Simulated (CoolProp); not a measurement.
Saturation properties of n-perfluoropentane.

The numbers come from the reference Helmholtz-energy equation of state, Gao 2022 in CoolProp.

| T (K) | p (kPa) | liquid density (kg/m³) | vapour density (kg/m³) | enthalpy of vaporisation (kJ/kg) | liquid cp (kJ/(kg K)) |
|---|---|---|---|---|---|
| 276.8 | 35.53 | 1673 | 4.564 | 97.83 | 1.006 |
| 283 | 46.76 | 1654 | 5.911 | 96.17 | 1.018 |
| 289.2 | 60.66 | 1634 | 7.557 | 94.47 | 1.030 |
| 295.4 | 77.66 | 1614 | 9.547 | 92.71 | 1.042 |
| 301.7 | 98.56 | 1593 | 11.98 | 90.87 | 1.055 |
| 307.9 | 123.2 | 1572 | 14.82 | 89.00 | 1.067 |
| 314.1 | 152.4 | 1551 | 18.18 | 87.06 | 1.080 |
| 320.4 | 187.2 | 1528 | 22.19 | 85.02 | 1.093 |
| 326.6 | 227.1 | 1505 | 26.81 | 82.93 | 1.106 |
| 332.8 | 273.3 | 1481 | 32.18 | 80.74 | 1.120 |
| 339 | 326.3 | 1457 | 38.42 | 78.46 | 1.134 |
| 345.3 | 387.8 | 1431 | 45.77 | 76.02 | 1.150 |
| 351.5 | 456.5 | 1404 | 54.15 | 73.49 | 1.166 |
| 357.7 | 534.1 | 1376 | 63.86 | 70.82 | 1.183 |

It boils at 302.5 K under 1 atm.
